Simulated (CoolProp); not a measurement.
A simple Rankine cycle with chlorine: condensing at 326.15 K, boiler at 5.51 MPa, turbine inlet 399.8 K, turbine efficiency 0.75, pump efficiency 0.8, no recuperator. Each further row changes one setting.

Values from CoolProp's reference Helmholtz-energy equation of state, Thol 2021.

```tsv
case	thermal efficiency (%)	net work (kJ/kg)	heat in (kJ/kg)	turbine exit temperature (K)	volume ratio over the turbine
as stated	10.4	22.4	215	326.2	3.40
turbine inlet 419.8 K	10.9	26.1	239	326.2	3.08
condensing temperature 318.15 K	11.6	25.8	223	318.2	4.05
boiler pressure 3.86 MPa	8.4	20.5	244	326.2	2.18
turbine efficiency 0.65	8.8	18.9	215	326.2	3.46
```

The expansion ends wet for: as stated; turbine inlet 419.8 K; condensing temperature 318.15 K; boiler pressure 3.86 MPa; turbine efficiency 0.65.
